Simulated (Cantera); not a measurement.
A Cantera script and what it prints.

```python
import numpy as np
import cantera as ct

gas_names = """
    C CH CH2 CH3 CH2OH CH3O CH4 CH3OH CO CO2 COOH C2 C2H CHCO,ketyl C2H2,acetylene C2H2,vinylidene
    CH2CO,ketene C2H3,vinyl CH3CO,acetyl C2H4 C2H4O,ethylen CH3CHO,ethanal CH3COOH (HCOOH)2 C2H5 C2H6
    CH3OCH3 C2H5OH C2O C3 C3H3,propargyl C3H4,allene C3H4,propyne C3H4,cyclo- C3H5,allyl C3H6,propylene
    C3H6,cyclo- C3H6O C3H7,n-propyl C3H7,i-propyl C3H8 C3H8O,1propanol C3H8O,2propanol C3O2 C4 C4H2
    C4H4,1,3-cyclo- C4H6,butadiene C4H6,2-butyne C4H6,cyclo- C4H8,1-butene C4H8,cis2-buten
    C4H8,tr2-butene C4H8,isobutene C4H8,cyclo- (CH3COOH)2 C4H9,n-butyl C4H9,i-butyl C4H9,s-butyl
    C4H9,t-butyl C4H10,isobutane C4H10,n-butane C5 C5H6,1,3cyclo- C5H8,cyclo- C5H10,1-pentene
    C5H10,cyclo- C5H11,pentyl C5H11,t-pentyl C5H12,n-pentane C5H12,i-pentane CH3C(CH3)2CH3 C6H2
    C6H5,phenyl C6H5O,phenoxy C6H6 C6H5OH,phenol C6H10,cyclo- C6H12,1-hexene C6H12,cyclo- C6H13,n-hexyl
    C7H7,benzyl C7H8 C7H8O,cresol C7H14,1-heptene C7H15,n-heptyl C7H16,n-heptane C8H8,styrene
    C8H10,ethylbenz C8H16,1-octene C8H17,n-octyl C8H18,isooctane C8H18,n-octane C9H19,n-nonyl
    C10H8,naphthale C10H21,n-decyl C12H9,o-bipheny C12H10,bipheny H HCO HO2 H2 HCHO,formaldehy HCOOH H2O
    H2O2 O OH O2 O3 Si SiC SiC2 SiC4H12 SiH SiH2 SiH3 SiH4 SiO SiO2 Si2 Si2C Si3
""".split()
cond_names = """
    C(gr) C6H6(L) C7H8(L) C8H18(L),n-octa H2O(s) H2O(L) Si(cr) Si(L) SiC(b) SiO2(Lqz) SiO2(hqz) SiO2(L)
""".split()


def load(file, names, dense=False):
    # The tables refer to 1 bar. Condensed volumes are neglected.
    table = {s.name: s for s in ct.Species.list_from_file(file)}
    out = []
    for n in names:
        d = dict(table[n].input_data)
        d["thermo"] = dict(d["thermo"], **{"reference-pressure": 1e5})
        if dense:
            d["equation-of-state"] = {"model": "constant-volume", "density": "1e6 g/cm^3"}
        out.append(ct.Species.from_dict(d))
    return out


gas = ct.Solution(thermo="ideal-gas", species=load("nasa_gas.yaml", gas_names))
cond = {s.name: ct.Solution(thermo="fixed-stoichiometry", species=[s], name=s.name)
        for s in load("nasa_condensed.yaml", cond_names, dense=True)}
atoms = {
    'SiC': {'Si': 1, 'C': 1},
    'O2': {'O': 2},
    'H2': {'H': 2},
}
top_T = {'C(gr)': 4500, 'SiC(b)': 3050}  # K; cautious upper limits of use, not melting points


def equilibrate(T, P, feed):
    n = {}
    for name, mol in feed.items():
        for a, k in atoms[name].items():
            n[a] = n.get(a, 0.0) + k * mol
    gas.TPX = T, P, n
    mass = sum(n.values()) * gas.mean_molecular_weight
    gas.equilibrate("TP")
    valid = [c for c in cond.values() if c.min_temp <= T <= top_T.get(c.name, c.max_temp)]
    mix = ct.Mixture([(gas, mass / gas.mean_molecular_weight)] + [(c, 0.0) for c in valid])
    mix.T, mix.P = T, P
    mix.equilibrate("TP", solver="gibbs", rtol=1e-10, max_steps=50000)
    return mix


results = []
feed = {'SiC': 1, 'O2': 0.024, 'H2': 78}  # mol
P = 86  # Pa
for T in [900, 1000, 1100, 1200, 1300, 1400, 1500, 1600, 1700, 1800, 1900, 2000, 2100]:
    mix = equilibrate(T, P, feed)
    results.append((T, P, feed, dict(zip(mix.species_names, mix.species_moles))))
    x = sorted(zip(gas.X, gas.species_names), reverse=True)
    print(f"T = {T:g} K  P = {P:g} Pa  gas = {mix.phase_moles(0):.4g} mol")
    print("   x: " + "  ".join(f"{s} {v:.3e}" for v, s in x if v > 0.0001))
    print("   condensed (mol): " + ("  ".join(f"{mix.phase(i).name} {mix.phase_moles(i):.4g}"
          for i in range(1, mix.n_phases) if mix.phase_moles(i) > 1e-12) or "none"))
```

It prints:

```
T = 900 K  P = 86 Pa  gas = 77.98 mol
   x: H2 9.997e-01  CH4 2.682e-04
   condensed (mol): C(gr) 0.002793  SiC(b) 0.9761  SiO2(hqz) 0.0239
T = 1000 K  P = 86 Pa  gas = 78 mol
   x: H2 9.998e-01  CO 1.452e-04
   condensed (mol): C(gr) 0.0006106  SiC(b) 0.9817  SiO2(hqz) 0.01834
T = 1100 K  P = 86 Pa  gas = 78.02 mol
   x: H2 9.998e-01  CO 2.029e-04
   condensed (mol): SiC(b) 0.9838  SiO2(hqz) 0.016
T = 1200 K  P = 86 Pa  gas = 78.03 mol
   x: H2 9.996e-01  CO 2.582e-04  SiO 1.603e-04
   condensed (mol): SiC(b) 0.9798  SiO2(hqz) 0.007666
T = 1300 K  P = 86 Pa  gas = 78.05 mol
   x: H2 9.993e-01  SiO 3.075e-04  CO 3.074e-04
   condensed (mol): SiC(b) 0.976
T = 1400 K  P = 86 Pa  gas = 78.05 mol
   x: H2 9.992e-01  CO 3.075e-04  SiO 3.074e-04  H 1.658e-04
   condensed (mol): SiC(b) 0.976
T = 1500 K  P = 86 Pa  gas = 78.07 mol
   x: H2 9.988e-01  H 5.999e-04  CO 3.086e-04  SiO 3.062e-04
   condensed (mol): SiC(b) 0.9759
T = 1600 K  P = 86 Pa  gas = 78.12 mol
   x: H2 9.975e-01  H 1.852e-03  CO 3.189e-04  SiO 2.955e-04
   condensed (mol): SiC(b) 0.9751
T = 1700 K  P = 86 Pa  gas = 78.26 mol
   x: H2 9.942e-01  H 5.010e-03  CO 3.823e-04  SiO 2.311e-04  Si 1.422e-04
   condensed (mol): SiC(b) 0.9699
T = 1800 K  P = 86 Pa  gas = 78.56 mol
   x: H2 9.868e-01  H 1.213e-02  CO 5.351e-04  Si 4.493e-04
   condensed (mol): SiC(b) 0.9565
T = 1900 K  P = 86 Pa  gas = 79.17 mol
   x: H2 9.717e-01  H 2.667e-02  Si 8.549e-04  CO 5.956e-04  C2H2,acetylene 1.506e-04
   condensed (mol): SiC(b) 0.9264
T = 2000 K  P = 86 Pa  gas = 80.45 mol
   x: H2 9.418e-01  H 5.382e-02  Si 2.776e-03  C2H2,acetylene 7.235e-04  CO 5.911e-04  SiC2 1.149e-04
   condensed (mol): C(gr) 0.06143  SiC(b) 0.7497
T = 2100 K  P = 86 Pa  gas = 83.17 mol
   x: H2 8.865e-01  H 1.000e-01  Si 1.042e-02  C2H2,acetylene 1.281e-03  SiC2 6.718e-04  CO 5.714e-04  Si2C 3.676e-04  SiH 1.562e-04
   condensed (mol): C(gr) 0.596
```

These are equilibrium values from Cantera (NASA tables, ideal gas, pure condensed phases), not measurements of a reactor. Mutual solubility and eutectic melting of coexisting phases are not modelled. The tables hold silica as quartz up to 1696 K and as liquid above; real silica turns to tridymite and cristobalite and melts near 1996 K. Gases not in the tables: Si2H6 and higher silanes.
